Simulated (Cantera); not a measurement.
**Equilibrium for calcination and drying: Ca(OH)2 + C + H2O**

Input: 1 mol Ca(OH)2, 1.2 mol C, 1.8 mol H2O, equilibrated at 130000 Pa.

Equilibrium computed with Cantera from the NASA thermochemical tables; the gas is ideal and each condensed phase is pure. Candidate condensed phases: C, C6H6, C7H8, C8H18, Ca, CaCO3, CaO, Ca(OH)2, H2O; 115 gas species. Mutual solubility and eutectic melting of coexisting phases are not modelled. Equilibrium is a limit: real reactors are often held back by kinetics, nucleation or transport.

| T (K) | x H2 | x H2O | x CO | x CO2 | x CH4 | x H | n CaCO3(calcite) | n CaO(s) |
|---|---|---|---|---|---|---|---|---|
| 848 | 0.653 | 0.272 | 0.00711 | 0.00915 | 0.0582 | 1.35e-11 | 1.00 | 0 |
| 948 | 0.724 | 0.207 | 0.0340 | 0.0176 | 0.0175 | 3.91e-10 | 1.00 | 0 |
| 1048 | 0.466 | 0.266 | 0.159 | 0.108 | 0.00111 | 4.62e-9 | 0.178 | 0.822 |
| 1148 | 0.411 | 0.288 | 0.188 | 0.112 | 8.79e-5 | 4.03e-8 | 0 | 1.00 |
| 1248 | 0.398 | 0.302 | 0.202 | 0.0982 | 1.22e-5 | 2.58e-7 | 0 | 1.00 |
| 1348 | 0.388 | 0.312 | 0.212 | 0.0875 | 2.28e-6 | 1.26e-6 | 0 | 1.00 |
| 1448 | 0.379 | 0.321 | 0.221 | 0.0790 | 5.35e-7 | 4.98e-6 | 0 | 1.00 |
| 1548 | 0.372 | 0.328 | 0.228 | 0.0721 | 1.52e-7 | 1.65e-5 | 0 | 1.000 |
| 1648 | 0.366 | 0.334 | 0.234 | 0.0664 | 5.08e-8 | 4.73e-5 | 0 | 1.000 |
| 1748 | 0.362 | 0.338 | 0.238 | 0.0617 | 1.93e-8 | 0.000121 | 0 | 1.000 |
| 1848 | 0.358 | 0.342 | 0.242 | 0.0578 | 8.15e-9 | 0.000278 | 0 | 1.000 |
| 1948 | 0.354 | 0.345 | 0.245 | 0.0545 | 3.78e-9 | 0.000590 | 0 | 1.000 |
x: gas mole fraction; n: condensed amount in mol.

From 848 K to 948 K the condensed part is CaCO3(calcite). At 1048 K the condensed part is CaCO3(calcite) + CaO(s). From 1148 K to 1948 K the condensed part is CaO(s).
